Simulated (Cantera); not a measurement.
B + H₂O + H₂ (chemical vapour transport)

Feed: 1 mol B, 1.1 mol H₂O, 0.037 mol H₂, at 19.0 mbar.

Equilibrium computed with Cantera from the NASA thermochemical tables; the gas is ideal and each condensed phase is pure. Candidate condensed phases: B, B₂O₃, B₃O₃H₃, H₂O; 23 gas species. Mutual solubility and eutectic melting of coexisting phases are not modelled. The tables' values for BH₂ are old estimates; treat these amounts as uncertain. Rates play no part.

```
T (°C)  log p H₂  log p HBO  log p B₂O₂  log p B₂O₃  log p HBO₂  log p B₃O₃H₃  log p BO  log p H  n B(s)  n B₂O₃(l)
------  --------  ---------  ----------  ----------  ----------  ------------  --------  -------  ------  ---------
950        -1.72      -4.92       -6.84       -7.72       -6.86         -4.74     -8.96    -7.38   0.265      0.365
975        -1.72      -4.74       -6.54       -7.38       -6.65         -4.74     -8.61    -7.19   0.265      0.365
1000       -1.72      -4.58       -6.24       -7.06       -6.44         -4.74     -8.28    -7.01   0.265      0.365
1025       -1.72      -4.41       -5.96       -6.75       -6.25         -4.74     -7.96    -6.83   0.265      0.365
1050       -1.72      -4.26       -5.68       -6.46       -6.06         -4.74     -7.66    -6.66   0.264      0.364
1075       -1.72      -4.11       -5.42       -6.18       -5.88         -4.74     -7.36    -6.50   0.264      0.364
1100       -1.72      -3.96       -5.17       -5.90       -5.70         -4.74     -7.08    -6.34   0.263      0.363
1125       -1.73      -3.83       -4.92       -5.64       -5.53         -4.74     -6.80    -6.19   0.262      0.362
1150       -1.73      -3.69       -4.69       -5.39       -5.37         -4.75     -6.54    -6.04   0.261      0.360
1175       -1.73      -3.56       -4.46       -5.14       -5.22         -4.75     -6.29    -5.90   0.259      0.358
1200       -1.73      -3.44       -4.25       -4.91       -5.07         -4.76     -6.04    -5.76   0.256      0.355
1225       -1.74      -3.32       -4.04       -4.68       -4.93         -4.77     -5.80    -5.63   0.252      0.350
1250       -1.74      -3.21       -3.83       -4.46       -4.79         -4.77     -5.57    -5.51   0.247      0.344
1275       -1.75      -3.10       -3.64       -4.25       -4.66         -4.79     -5.35    -5.39   0.240      0.335
```
log p: log10 of the partial pressure in bar; n: condensed amount in mol.

From 950 °C to 1275 °C the condensed part is B(s) + B₂O₃(l). The main B-bearing gas is B₃O₃H₃ at 950 °C and HBO at 1275 °C.
